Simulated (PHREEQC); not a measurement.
CaCl2 is added in steps, without added water, to 1 kg of water holding 14 mmol/kgw LiOH and 0.76 mmol/kgw Na2SiO3, at 20 °C. Oxygen is held at 0.21 atm. The system is closed to CO2. The run lets Portlandite, Chalcedony, Halite precipitate or redissolve, and no other solid.

Base run: PHREEQC, ion-association model, wateq4f.dat. Each further column changes one thing. The table gives CaOH+ (mol/kgw).

```csv
CaCl2 added (mol),base,Debye-Hückel limiting law,metal-ligand complexes left out,Davies equation for every ion
0,0,0,0,0
0.00175,0.000297,…,0.000297,0.000294
0.004375,0.000684,…,0.000684,0.000678
0.006125,0.000913,…,0.000913,0.000905
0.007875,0.00112,…,0.00112,0.00111
0.009625,0.00132,0.00109,0.00132,0.00131
0.01225,0.00159,…,0.00159,0.00157
0.014,0.00175,0.00138,0.00175,0.00174
```

### Question
Complete the blanks.

### Answer

- 0.00175, Debye-Hückel limiting law: 0.000268
- 0.004375, Debye-Hückel limiting law: 0.000599
- 0.006125, Debye-Hückel limiting law: 0.000783
- 0.007875, Debye-Hückel limiting law: 0.000944
- 0.01225, Debye-Hückel limiting law: 0.00127
